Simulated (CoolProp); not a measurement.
Aqueous sodium chloride as a coolant, 12 % by mass, freezing at -8.2 °C, 1 atm.

Computed with CoolProp (Melinder's fits for secondary coolants).

| T (°C) | conductivity (W/(m K)) | density (kg/m³) | viscosity (mPa s) | cp (kJ/(kg K)) |
|---|---|---|---|---|
| -5.3 | ___ | 1094 | 2.57 | 3.603 |
| 1.9 | 0.557 | 1092 | ___ | 3.619 |
| 9.1 | 0.569 | 1090 | 1.65 | 3.633 |
| 16.4 | 0.581 | ___ | ___ | 3.646 |
| 23.6 | 0.592 | 1084 | 1.15 | 3.656 |
| 30.8 | 0.604 | 1081 | ___ | ___ |

Q: Complete the blanks.

A: 
- -5.3, conductivity (W/(m K)): 0.546
- 1.9, viscosity (mPa s): 2.04
- 16.4, density (kg/m³): 1087
- 16.4, viscosity (mPa s): 1.36
- 30.8, viscosity (mPa s): 0.988
- 30.8, cp (kJ/(kg K)): 3.664
